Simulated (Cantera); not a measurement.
Charge: 1 mol B2H6, 0.26 mol NH3, 0.68 mol H2, 9.7 mol H2O, equilibrated at 1875 K and 13.3 mbar.

These are equilibrium values from Cantera (NASA tables, ideal gas, pure condensed phases), not measurements of a reactor. Candidate condensed phases: B, BN, B2O3, B3O3H3, H2O; 39 gas species. The feed counts by its element totals alone. Equilibrium is a limit: real reactors are often held back by kinetics, nucleation or transport.

Base state: H2 0.471, H2O 0.386, HBO2 0.126, N2 0.00871, H 0.00390, B2O3 0.00350, HBO 0.000539, OH 0.000249 (mole fractions); condensed: gas only.

What changes in the equilibrium state with this change: temperature from 1875 K to 1275 K?


| species | before | after |
|---|---|---|
| H2 | 0.471 | 0.505 |
| H2O | 0.386 | 0.472 |
| HBO2 | 0.126 | 0.0135 |
| BO | 7.33e-5 | <1e-9 |
| BO2 | 9.86e-5 | 1.78e-9 |
| B2O3(l), mol | 0 | 0.899 |
Gases not in the tables: H3BO3.

What changes in the equilibrium state with this change: temperature from 1875 K to 950 K?


```tsv
species	before	after
H2	0.471	0.509
H2O	0.386	0.480
N2	0.00871	0.00936
HBO2	0.126	5.21e-5
(HBO2)3	2.08e-8	0.00139
B2O3	0.00350	<1e-9
H	0.00390	3.44e-9
HBO	0.000539	<1e-9
OH	0.000249	<1e-9
B2O3(l), mol	0	0.971
```
Gases not in the tables: H3BO3.

What changes in the equilibrium state with this change: temperature from 1875 K to 2373.15 K?


| species | before | after |
|---|---|---|
| H2 | 0.471 | 0.418 |
| H2O | 0.386 | 0.360 |
| HBO2 | 0.126 | 0.106 |
| H | 0.00390 | 0.0782 |
| OH | 0.000249 | 0.0120 |
| O | 1.56e-6 | 0.00151 |
| O2 | 5.58e-7 | 0.000539 |
| NO | 9.09e-7 | 9.41e-5 |
| BO | 7.33e-5 | 0.00405 |
| BO2 | 9.86e-5 | 0.00425 |
